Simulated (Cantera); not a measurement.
A perfectly stirred reactor is fed with 4.85 % C2H6, 17.0 % O2, 64.1 % N2, 14.1 % H2O, equivalence ratio 1.0, at 1.01 bar; it is adiabatic with a 348 K inlet, and is followed from long to short residence time, starting on the burning branch (τ in s: 0.27, 0.088, 0.029, 0.0093, 0.003, 0.00099, 0.00032, 0.0001, 3.4e-05).

Cantera simulation using GRI-Mech 3.0 (53 species, 325 reactions); the numbers are that mechanism's predictions, not measurements.

One state of this run: T (K) = 2030; x C2H6 = 5.40e-7; x O2 = 0.00497; x H2O = 0.272; x HO2 = 7.55e-7; x OH = 0.00264; x N2O = 7.84e-8. x: mole fraction; the columns are a selection and need not sum to one.

**Question.** Which value of τ (s) does it belong to?
(A) 0.088
(B) 0.0030
(C) 0.0093
(D) 0.00010

**Answer.** A, 0.088
